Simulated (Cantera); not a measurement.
Input: 1 mol Si, 0.98 mol HCl, 1.8 mol H2, at 1 atm.

Equilibrium computed with Cantera from the NASA thermochemical tables; the gas is ideal and each condensed phase is pure. Candidate condensed phases: Si; 19 gas species. The tables' values for SiCl3, SiCl are old estimates; treat these amounts as uncertain. Gases not in the tables: Si2H6 and higher silanes. Rates play no part.

log p: log10 of the partial pressure in bar; n: condensed amount in mol.

```csv
T (°C),log p H2,log p HCl,log p SiCl2,log p SiCl4,log p SiHCl3,log p SiCl3,n Si(s),n Si(l)
350,-0.05,-4.24,-8.74,-1.20,-1.33,-6.46,0.724,0
450,-0.04,-3.41,-6.88,-1.19,-1.35,-5.23,0.725,0
550,-0.05,___,___,-1.19,-1.37,-4.31,0.726,0
650,-0.05,___,___,-1.19,-1.39,-3.59,0.729,0
750,-0.05,-1.91,-3.52,-1.19,-1.41,-3.02,0.734,0
850,-0.05,-1.60,-2.81,-1.22,-1.44,-2.56,0.741,0
950,-0.06,-1.35,-2.25,-1.27,-1.50,-2.21,0.749,0
1050,-0.07,-1.15,-1.80,-1.38,-1.59,-1.96,0.753,0
1150,-0.09,-1.02,-1.47,-1.57,-1.75,-1.82,0.749,0
1250,-0.10,-0.93,-1.24,-1.86,-1.98,-1.79,0.738,0
1350,-0.11,-0.88,-1.12,-2.25,-2.28,-1.87,0.726,0
1450,-0.11,-0.86,-1.06,-2.67,-2.61,-2.00,0,0.722
```

### Question
Some entries are withheld; supply them.

### Answer

- 650, log p HCl: -2.29
- 650, log p SiCl2: -4.39
- 550, log p HCl: -2.78
- 550, log p SiCl2: -5.48
